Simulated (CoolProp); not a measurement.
Toluene along the isobar 2.75 bar: fugacity coefficient from the reference equation and from simpler models built on Tc = 591.7 K, pc = 41.26 bar, ω = 0.266; each cubic takes its own stable root.

Model: reference Helmholtz-energy equation of state, Lemmon 2006, in CoolProp. It is a short technical equation, of lower accuracy than the large ones.

```
T (K)   phase  reference
-----  ------  ---------
244.4  liquid  0.0004144
277.1  liquid   0.004263
309.9  liquid    0.02481
342.6  liquid    0.09633
375.3  liquid     0.2806
408    liquid     0.6602
440.7     gas     0.9349
473.4     gas     0.9490
506.1     gas     0.9592
538.8     gas     0.9668
```

**Question.** How far does each simpler model (Redlich-Kwong, Peng-Robinson) lie from the reference over these 10 states: mean and median of the absolute difference, and the worst?

**Answer.** 
- Redlich-Kwong: mean 88.7 %, median 63.1 %, worst +278.6 % at 244.4 K and 2.75 bar
- Peng-Robinson: mean 2.9 %, median 0.5 %, worst +16.1 % at 244.4 K and 2.75 bar

At some of these states Redlich-Kwong gives the other phase, because its saturation line lies elsewhere.
